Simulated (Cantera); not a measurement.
A Cantera script and what it prints.

```python
import numpy as np
import cantera as ct

gas_names = [...]  # 118 gases of nasa_gas.yaml made of C, Cl, F, H
cond_names = """
    C(gr) C6H6(L) C7H8(L) C8H18(L),n-octa
""".split()


# ... load() reads the species with a 1 bar reference pressure and builds the phases ...
atoms = {
    'CHF3': {'C': 1, 'H': 1, 'F': 3},
    'HCl': {'H': 1, 'CL': 1},
}
top_T = {'C(gr)': 4500}  # K; cautious upper limits of use, not melting points


# ... equilibrate(T, P, feed) seeds the gas with the atoms and calls Mixture.equilibrate('TP', solver="vcs", rtol=1e-11, max_steps=5000) ...
results = []
feed = {'CHF3': 1, 'HCl': 0.66}  # mol
T = 1675  # K
P = 220  # Pa
mix = equilibrate(T, P, feed)
results.append((T, P, feed, dict(zip(mix.species_names, mix.species_moles))))
x = sorted(zip(gas.X, gas.species_names), reverse=True)
print(f"T = {T:g} K  P = {P:g} Pa  gas = {mix.phase_moles(0):.4g} mol")
print("   x: " + "  ".join(f"{s} {v:.3e}" for v, s in x if v > 1e-06))
print("   condensed (mol): " + ("  ".join(f"{mix.phase(i).name} {mix.phase_moles(i):.4g}"
      for i in range(1, mix.n_phases) if mix.phase_moles(i) > 1e-12) or "none"))
```

Result:

```
T = 1675 K  P = 220 Pa  gas = 2.632 mol
   x: HF 6.211e-01  CL 2.323e-01  CF4 1.271e-01  HCL 9.556e-03  CL2 4.203e-03  CF2 3.354e-03  F 1.646e-03  CCLF3 4.049e-04  CF3 2.055e-04  CLF 5.965e-05  CF 1.105e-06
   condensed (mol): C(gr) 0.655
```

These are equilibrium values from Cantera (NASA tables, ideal gas, pure condensed phases), not measurements of a reactor. Gases not in the tables: C2F6 and larger saturated fluorocarbons.
